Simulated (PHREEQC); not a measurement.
Make-up at 25 °C: 0.03 mol HNO3, 0.00035 mol AlCl3 and 0.0017 mol MnSO4 per kg of water. Closed to the air; pH follows from the charge balance.

The numbers come from PHREEQC with the ion-association model, phreeqc.dat.

Each row changes one thing in this solution. Precipitation was switched off in this run.

```csv
case,pH,ionic strength (mol/kgw),Al+3 (mol/kgw),AlOH+2 (mol/kgw),Al(OH)2+ (mol/kgw),SI of Gibbsite (Al(OH)3)
as made,1.60,0.0363,0.000262,5.55e-8,1.05e-11,-7.46
MnSO4 left out,1.58,0.0321,0.000350,7.29e-8,1.35e-11,-7.36
HNO3 left out,4.50,0.00690,0.000121,2.66e-5,5.15e-6,+1.18
AlCl3 from 0.00035 to 0.00175 mol/kgw,1.60,0.0434,0.00139,2.88e-7,5.24e-11,-6.76
AlCl3 from 0.00035 to 0.000385 mol/kgw,1.60,0.0365,0.000289,6.12e-8,1.15e-11,-7.41
MnSO4 from 0.0017 to 0.00034 mol/kgw,1.59,0.0329,0.000327,6.84e-8,1.27e-11,-7.38
```

Species that the database lacks are ignored. Some of these states are supersaturated (in Gibbsite (slow to form), for instance).
